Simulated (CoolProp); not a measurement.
Vapour-liquid equilibrium of n-pentane (1) + acetone (2) at 116 kPa; x and y are mole fractions of (1).

The numbers come from the multi-fluid Helmholtz-energy mixture model, Thol 2019 and Lemmon 2006; pair parameters Bell 2016 in CoolProp.

| x | bubble temperature (K) | y at the bubble point | dew temperature at overall composition x (K) | liquid density (mol/L) |
|---|---|---|---|---|
| 0.05 | 325.7 | 0.255 | 331.9 | 12.59 |
| 0.15 | 317.2 | 0.489 | 328.9 | 12.06 |
| 0.25 | 313.3 | 0.585 | 325.8 | (withheld) |
| 0.35 | 311.5 | (withheld) | 322.4 | 10.96 |
| 0.45 | 310.5 | (withheld) | 318.7 | 10.46 |
| 0.55 | 310.0 | 0.682 | 314.7 | 10.00 |
| 0.65 | 309.7 | 0.706 | 310.8 | (withheld) |
| 0.75 | 309.6 | 0.739 | 309.6 | 9.216 |
| 0.85 | 310.0 | 0.796 | 310.7 | 8.876 |
| 0.95 | 311.5 | 0.904 | 312.3 | 8.557 |

Task: What belongs in the gaps?

Result: 
- 0.25, liquid density (mol/L): 11.50
- 0.35, y at the bubble point: 0.632
- 0.45, y at the bubble point: 0.660
- 0.65, liquid density (mol/L): 9.590

y crosses x between x = 0.65 and 0.75: the model has an azeotrope there.

The pair parameters rest on a limited set of measurements; away from them the model extrapolates.
